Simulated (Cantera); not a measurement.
Input (Python, Cantera) and output of one run.

```python
import numpy as np
import cantera as ct

gas_names = """
    CL CLO CL2 H HCL HOCL HO2 H2 H2O H2O2 Mg MgCL MgCL2 MgH MgO MgOH MgO2H2 Mg2 O OH O2 O3
""".split()
cond_names = """
    H2O(s) H2O(L) Mg(cr) Mg(L) MgCL2(s) MgCL2(L) MgO(s) MgO(L) MgO2H2(s)
""".split()


# ... load() reads the species with a 1 bar reference pressure and builds the phases ...
atoms = {
    'MgO': {'Mg': 1, 'O': 1},
    'Cl2': {'CL': 2},
    'H2': {'H': 2},
}
top_T = {}  # K; cautious upper limits of use, not melting points


# ... equilibrate(T, P, feed) seeds the gas with the atoms and calls Mixture.equilibrate('TP', solver="vcs", rtol=1e-11, max_steps=5000) ...
results = []
feed = {'MgO': 1, 'Cl2': 1.2, 'H2': 0.11}  # mol
T = 998.15  # K
P = 160000  # Pa
mix = equilibrate(T, P, feed)
results.append((T, P, feed, dict(zip(mix.species_names, mix.species_moles))))
print(gas.report(threshold=0.0001))
for i in range(1, mix.n_phases):
    print(f"{mix.phase(i).name:16s} {mix.phase_moles(i):12.5e} mol")
```

It prints:

```
       temperature   998.15 K
          pressure   1.6e+05 Pa
           density   1.1919 kg/m^3
  mean mol. weight   61.82 kg/kmol
   phase of matter   gas

                          1 kg             1 kmol
                     ---------------   ---------------
          enthalpy        1.2135e+05        7.5021e+06  J
   internal energy            -12892       -7.9702e+05  J
           entropy            4198.1        2.5953e+05  J/K
    Gibbs function        -4.069e+06       -2.5155e+08  J
 heat capacity c_p            586.48             36257  J/K
 heat capacity c_v            451.99             27942  J/K

                      mass frac. Y      mole frac. X     chem. pot. / RT
                     ---------------   ---------------   ---------------
                CL        0.00014817         0.0002584           -14.412
               CL2           0.85828           0.74837           -28.825
               HCL           0.10135           0.17186           -36.687
               H2O         0.0013638         0.0046801           -58.892
             MgCL2        0.00017548        0.00011395           -92.848
                O2          0.038666          0.074703           -28.685
     [  +16 minor]        1.2912e-05        1.5336e-05

Mg(L)             0.00000e+00 mol
MgCL2(L)          1.86928e-01 mol
MgO(s)            8.12934e-01 mol
MgO2H2(s)         0.00000e+00 mol
```

Cantera equilibrium calculation (NASA polynomials, part measured and part estimated; ideal gas, pure solids and liquids).
